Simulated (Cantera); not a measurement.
Charge: 1 mol FeS₂, 3.2 mol O₂, 4 mol N₂, equilibrated at 2.60 bar.

Method: chemical equilibrium by Gibbs-energy minimisation in Cantera with the NASA 1993 tables (ideal gas, pure condensed phases). Candidate condensed phases: Fe, FeO, FeS, FeSO₄, FeS₂, Fe₂O₃, Fe₂(SO₄)₃, Fe₃O₄, S; 19 gas species. Rates play no part.

**Question.** At 1452 °C, list the 4 most abundant gas species with their mole fractions, and the condensed phases.

**Answer.** N₂ 0.612, SO₂ 0.304, O₂ 0.0799, SO₃ 0.00192. Condensed: Fe₃O₄(s).
